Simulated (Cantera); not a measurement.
Charge: 1 mol Si3N4, 43 mol Cl2, 2.1 mol H2, at 1148.15 K and 24.0 Pa.

Equilibrium computed with Cantera from the NASA thermochemical tables; the gas is ideal and each condensed phase is pure. Candidate condensed phases: NH4Cl, Si, Si3N4; 28 gas species. Rates play no part.

Base state: Cl2 0.665, Cl 0.141, HCl 0.0885, SiCl4 0.0632, N2 0.0421 (mole fractions); condensed: gas only.

Q: What changes in the equilibrium state with this change: temperature from 1148.15 K to 1198.15 K?

A: 
| species | before | after |
|---|---|---|
| Cl2 | 0.665 | 0.586 |
| Cl | 0.141 | 0.229 |
| HCl | 0.0885 | 0.0843 |
| SiCl4 | 0.0632 | 0.0602 |
| N2 | 0.0421 | 0.0402 |

Q: What changes in the equilibrium state with this change: pressure from 24.0 Pa to 4.30 mbar?

A: 
```
species  before   after
-------  ------  ------
Cl2       0.665   0.759
HCl      0.0885  0.0935
SiCl4    0.0632  0.0668
Cl        0.141  0.0357
N2       0.0421  0.0445
```

Q: What changes in the equilibrium state with this change: temperature from 1148.15 K to 1450 K?

A: 
```json
[
 {"species": "Cl", "before": "0.141", "after": "0.786"},
 {"species": "Cl2", "before": "0.665", "after": "0.0872"},
 {"species": "HCl", "before": "0.0885", "after": "0.0578"},
 {"species": "SiCl4", "before": "0.0632", "after": "0.0411"},
 {"species": "N2", "before": "0.0421", "after": "0.0275"},
 {"species": "SiCl3", "before": "2.16e-7", "after": "0.000132"}
]
```
The tables' values for SiCl3 are old estimates; treat these amounts as uncertain.
